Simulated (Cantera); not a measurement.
# Roasting and sulfation: FeS + SO2 + O2

Charge: 1 mol FeS, 0.92 mol SO2, 0.28 mol O2, at 0.0100 bar.

These are equilibrium values from Cantera (NASA tables, ideal gas, pure condensed phases), not measurements of a reactor. Candidate condensed phases: Fe, FeO, FeS, FeSO4, FeS2, Fe2O3, Fe2(SO4)3, Fe3O4, S; 12 gas species. Metal and sulfide melt together well below either melting point, which pure phases cannot show. Mutual solubility and eutectic melting of coexisting phases are not modelled. The tables' stoichiometric FeO is somewhat more stable than real wüstite, so its field is too wide. FeO, FeS: taken at fixed stoichiometry. Gases not in the tables: S3 to S7. Kinetics and transport are ignored.

From 1298 K to 1398 K the condensed part is FeO(s) + FeS(s). At 1498 K the condensed part is FeO(s) + FeS(l). At 1598 K the condensed part is FeO(s). From 1698 K to 1898 K the condensed part is FeO(l).

```tsv
T (K)	x SO2	x S2	x SO	x S	x S2O	x Fe	x FeO	n FeO(s)	n FeS(s)	n FeS(l)	n FeO(l)
1298	0.810	0.182	0.00352	1.16e-5	0.00416	1.51e-9	4.92e-11	0.479	0.521	0	0
1398	0.690	0.296	0.00819	6.22e-5	0.00539	4.73e-8	1.36e-9	0.683	0.317	0	0
1498	0.575	0.402	0.0162	0.000252	0.00605	9.16e-7	2.37e-8	0.891	0	0.109	0
1598	0.514	0.451	0.0290	0.000795	0.00611	1.14e-5	2.86e-7	1.000	0	0	0
1698	0.501	0.443	0.0487	0.00206	0.00584	9.27e-5	2.42e-6	0	0	0	1.000
1798	0.482	0.430	0.0765	0.00479	0.00553	0.000564	1.51e-5	0	0	0	0.999
1898	0.458	0.411	0.113	0.0101	0.00513	0.00283	7.73e-5	0	0	0	0.996
```
x: gas mole fraction; n: condensed amount in mol.
